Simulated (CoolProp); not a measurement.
A single-stage vapour-compression cycle with the fluid: evaporating at 216.15 K (dew point), condensing at 283.15 K (bubble point), superheat 0 K, subcooling 0 K, compressor efficiency 0.9, no pressure losses. The same conditions are run with several fluids, on thermodynamics alone (safety and materials aside).

The numbers come from the reference Helmholtz-energy equation of state of each fluid (R410A: Lemmon 2003; vinyl chloride: Thol 2022; ethane: Bücker 2006; R507A: Lemmon 2003; R13: Platzer 1990) in CoolProp. The equations of Platzer and Polt are older, rougher fits. Blends and air are pseudo-pure fits.

**Question.** Rank R410A, vinyl chloride, ethane, R507A, R13 by cooling COP, highest first.

**Answer.** vinyl chloride (2.27), R410A (2.11), R507A (2.00), ethane (1.75), R13 (1.60)

```
fluid           pressure ratio  discharge temperature (K)  refrigerating effect (kJ/kg)  volumetric capacity (kJ/m³)
--------------  --------------  -------------------------  ----------------------------  ---------------------------
R410A                     14.4                      338.8                           181                          572
vinyl chloride            21.8                      370.6                           290                          115
ethane                    7.09                      323.8                           237                         1860
R507A                     14.1                      303.3                           116                          396
R13                       7.94                      308.9                          63.1                         1280
```
